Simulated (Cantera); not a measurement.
Input (Python, Cantera) and output of one run.

```python
import numpy as np
import cantera as ct

gas_names = """
    Electron H H+ H- HO2 H2 H2+ H2- H2O H2O+ H2O2 H3O+ O O+ O- OH OH+ OH- O2 O2+ O2- O3
""".split()
cond_names = """
    H2O(s) H2O(L)
""".split()


# ... load() reads the species with a 1 bar reference pressure and builds the phases ...
atoms = {
    'H2O': {'H': 2, 'O': 1},
    'O2': {'O': 2},
}
top_T = {}  # K; cautious upper limits of use, not melting points


# ... equilibrate(T, P, feed) seeds the gas with the atoms and calls Mixture.equilibrate('TP', solver="vcs", rtol=1e-11, max_steps=5000) ...
results = []
feed = {'H2O': 1, 'O2': 1.1}  # mol
P = 10000  # Pa
for T in [3000, 3250, 3500, 3750, 4000, 4250, 4500, 4750, 5000]:
    mix = equilibrate(T, P, feed)
    results.append((T, P, feed, dict(zip(mix.species_names, mix.species_moles))))

top = {s: max(r[3][s] / sum(r[3][g] for g in gas_names) for r in results) for s in gas_names}
cols = sorted((s for s in top if top[s] > 1e-05), key=lambda s: -top[s])[:7]
seen = [c for c in cond_names if any(r[3].get(c, 0) > 1e-12 for r in results)]
print("log10 of partial pressures in bar; condensed amounts in mol")
print(f"{'T/K':>10s}" + "".join(f"{s[:9]:>10s}" for s in cols + seen))
for T, P, feed, n in results:
    ng = sum(n[g] for g in gas_names)
    print(f"{T:10.4g}" + "".join(f"{np.log10(max(n[s] / ng * P / 1e5, 1e-99)):10.3f}" for s in cols)
          + "".join(f"{n.get(c, 0):10.4g}" for c in seen))
```

Output:

```
log10 of partial pressures in bar; condensed amounts in mol
       T/K         O         H        O2       H2O        OH        H2       HO2
      3000    -1.699    -1.963    -1.505    -1.726    -1.845    -2.322    -5.355
      3250    -1.460    -1.655    -1.717    -2.170    -1.904    -2.322    -5.553
      3500    -1.321    -1.505    -2.027    -2.844    -2.134    -2.552    -5.967
      3750    -1.255    -1.449    -2.407    -3.633    -2.463    -2.901    -6.510
      4000    -1.228    -1.430    -2.802    -4.414    -2.812    -3.264    -7.077
      4250    -1.218    -1.422    -3.177    -5.136    -3.144    -3.604    -7.614
      4500    -1.214    -1.418    -3.521    -5.790    -3.448    -3.914    -8.105
      4750    -1.213    -1.417    -3.832    -6.380    -3.724    -4.195    -8.549
      5000    -1.212    -1.416    -4.114    -6.914    -3.974    -4.449    -8.952
```

Cantera equilibrium calculation (NASA polynomials, part measured and part estimated; ideal gas, pure solids and liquids).
